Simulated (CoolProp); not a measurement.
Vapour-liquid equilibrium of R134a (1) + R227EA (2) at 20.85 °C; x and y are mole fractions of (1).

Values from CoolProp's multi-fluid Helmholtz-energy mixture model, Tillner-Roth 1994 and Lemmon 2016; pair parameters Bell 2016.

```tsv
x	bubble pressure, mixture model (MPa)	bubble pressure, Raoult's law (MPa)	y, mixture model	y, Raoult's law
0.05	0.4122	0.4091	0.074	0.072
0.125	0.4302	0.4231	0.177	0.173
0.2	0.4476	0.4371	0.271	0.269
0.275	0.4641	0.4512	0.357	0.358
0.35	0.4799	0.4652	0.437	0.442
0.425	0.4950	0.4793	0.511	0.520
0.5	…	0.4933	0.582	0.595
0.575	…	0.5073	0.649	0.665
0.65	0.5359	0.5214	0.713	0.732
0.725	…	0.5354	…	0.795
0.8	0.5596	0.5494	0.837	0.855
0.875	0.5704	0.5635	0.898	0.911
0.95	…	0.5775	0.959	0.965
```

Task: Some entries are withheld; supply them.

Result: 
- 0.5, bubble pressure, mixture model (MPa): 0.5093
- 0.575, bubble pressure, mixture model (MPa): 0.5230
- 0.725, bubble pressure, mixture model (MPa): 0.5481
- 0.725, y, mixture model: 0.776
- 0.95, bubble pressure, mixture model (MPa): 0.5805

The largest gap from Raoult's law is +3.3 % in bubble pressure, at x = 0.425. No azeotrope shows between x = 0.05 and 0.95.

The pair parameters rest on a limited set of measurements; away from them the model extrapolates.
